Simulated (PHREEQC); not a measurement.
Ca(OH)2 is added in steps, without added water, to 1 kg of water holding 0.0042 mol CuSO4 and 9.5e-05 mol H2SO4, at 25 °C. O2 is buffered at 0.21 atm. CO2 from the air is kept out. Only these solids could form: Gypsum, Portlandite, Cu(OH)2, Brochantite, Antlerite, Chalcanthite.

Base run: PHREEQC, ion-association model, wateq4f.dat. Each further column changes one thing. The table gives pH.

```json
[
 {"Ca(OH)2 added (mol)": "0", "base": "3.85", "CuSO4 replaced by KHSO4 at the same molality": "…", "H2SO4 from 9.5e-05 to 8.55e-05 mol/kgw": "3.89", "CuSO4 left out": "3.73", "no solid may form": "3.85"},
 {"Ca(OH)2 added (mol)": "0.001", "base": "4.87", "CuSO4 replaced by KHSO4 at the same molality": "2.75", "H2SO4 from 9.5e-05 to 8.55e-05 mol/kgw": "4.88", "CuSO4 left out": "11.23", "no solid may form": "6.40"},
 {"Ca(OH)2 added (mol)": "0.0018", "base": "5.05", "CuSO4 replaced by KHSO4 at the same molality": "…", "H2SO4 from 9.5e-05 to 8.55e-05 mol/kgw": "5.06", "CuSO4 left out": "…", "no solid may form": "6.80"},
 {"Ca(OH)2 added (mol)": "0.0028", "base": "5.35", "CuSO4 replaced by KHSO4 at the same molality": "11.02", "H2SO4 from 9.5e-05 to 8.55e-05 mol/kgw": "5.35", "CuSO4 left out": "11.68", "no solid may form": "7.30"},
 {"Ca(OH)2 added (mol)": "0.0036", "base": "8.25", "CuSO4 replaced by KHSO4 at the same molality": "11.38", "H2SO4 from 9.5e-05 to 8.55e-05 mol/kgw": "8.25", "CuSO4 left out": "11.78", "no solid may form": "7.70"},
 {"Ca(OH)2 added (mol)": "0.0046", "base": "10.72", "CuSO4 replaced by KHSO4 at the same molality": "11.61", "H2SO4 from 9.5e-05 to 8.55e-05 mol/kgw": "10.73", "CuSO4 left out": "…", "no solid may form": "10.70"},
 {"Ca(OH)2 added (mol)": "0.0054", "base": "11.27", "CuSO4 replaced by KHSO4 at the same molality": "11.73", "H2SO4 from 9.5e-05 to 8.55e-05 mol/kgw": "11.27", "CuSO4 left out": "11.95", "no solid may form": "11.26"},
 {"Ca(OH)2 added (mol)": "0.0064", "base": "11.54", "CuSO4 replaced by KHSO4 at the same molality": "…", "H2SO4 from 9.5e-05 to 8.55e-05 mol/kgw": "11.54", "CuSO4 left out": "…", "no solid may form": "11.53"}
]
```

### Question
Complete the blanks.

### Answer

- 0, CuSO4 replaced by KHSO4 at the same molality: 2.49
- 0.0018, CuSO4 replaced by KHSO4 at the same molality: 3.24
- 0.0018, CuSO4 left out: 11.49
- 0.0046, CuSO4 left out: 11.88
- 0.0064, CuSO4 replaced by KHSO4 at the same molality: 11.84
- 0.0064, CuSO4 left out: 12.02

The database's constant for dissolved Cu(OH)2 is higher than later reviews accept.  In at least one series the solution becomes supersaturated in solids that the run did not let form, among them Cu(OH)2, Brochantite, Antlerite. Solids allowed in the column 'CuSO4 replaced by KHSO4 at the same molality': Gypsum, Portlandite. Solids allowed in the column 'CuSO4 left out': Gypsum, Portlandite.
